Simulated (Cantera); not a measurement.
An adiabatic, constant-pressure homogeneous reactor starts with 41.6 % H2, 12.2 % O2, 46.2 % N2, equivalence ratio 1.7, at 1325 K and 4.84 atm.

Detailed kinetics in Cantera: the H2/O2 subset of GRI-Mech 3.0, which has no nitrogen chemistry. The hydrogen kinetics of GRI-Mech 3.0 are dated; newer H2 mechanisms differ, most at raised pressure.

**Question.** Predict: time of steepest temperature rise; temperature at 0.500 s; equilibrium temperature; x(H2) at 0.500 s; x(O2) at 0.500 s; x(HO2) at 0.500 s; x(H2O) at 0.500 s; x(H2O2) at 0.500 s; x(OH) at 0.500 s; x(H) at 0.500 s.

**Answer.** time of steepest temperature rise: 6.34 µs
temperature at 0.500 s: 2867 K
equilibrium temperature: 2867 K
x(H2) at 0.500 s: 0.188 (gas-phase equilibrium 0.188)
x(O2) at 0.500 s: 0.000324 (gas-phase equilibrium 0.000324)
x(HO2) at 0.500 s: 6.20e-7 (gas-phase equilibrium 6.20e-7)
x(H2O) at 0.500 s: 0.265 (gas-phase equilibrium 0.265)
x(H2O2) at 0.500 s: 1.48e-7 (gas-phase equilibrium 1.48e-7)
x(OH) at 0.500 s: 0.00853 (gas-phase equilibrium 0.00853)
x(H) at 0.500 s: 0.0203 (gas-phase equilibrium 0.0203)
